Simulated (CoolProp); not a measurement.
Vapour-liquid equilibrium of R143a (1) + R1234yf (2) at 32.95 °C; x and y are mole fractions of (1).

Values from CoolProp's multi-fluid Helmholtz-energy mixture model, Lemmon and Jacobsen 2000 and Lemmon 2022; pair parameters Bell 2016.

```
x     bubble pressure (MPa)  y at the bubble point  dew pressure at overall composition x (MPa)  liquid density (mol/L)
----  ---------------------  ---------------------  -------------------------------------------  ----------------------
0.05                 0.8850                  0.080                                       0.8709                   9.369
0.15                 0.9571                    [?]                                       0.9193                   9.488
0.25                  1.028                  0.346                                       0.9721                   9.610
0.35                  1.097                  0.457                                        1.030                   9.735
0.45                  1.166                  0.557                                        1.092                   9.864
0.55                  1.234                  0.649                                          [?]                   9.997
0.65                    [?]                  0.734                                        1.235                   10.13
0.75                    [?]                  0.815                                        1.315                   10.28
0.85                  1.439                  0.891                                        1.402                   10.42
0.95                  1.509                  0.964                                          [?]                     [?]
```

### Question
Fill in the missing entries.

### Answer

- 0.15, y at the bubble point: 0.222
- 0.55, dew pressure at overall composition x (MPa): 1.161
- 0.65, bubble pressure (MPa): 1.302
- 0.75, bubble pressure (MPa): 1.370
- 0.95, dew pressure at overall composition x (MPa): 1.495
- 0.95, liquid density (mol/L): 10.57

No azeotrope shows between x = 0.05 and 0.95.

The pair parameters rest on a limited set of measurements; away from them the model extrapolates.
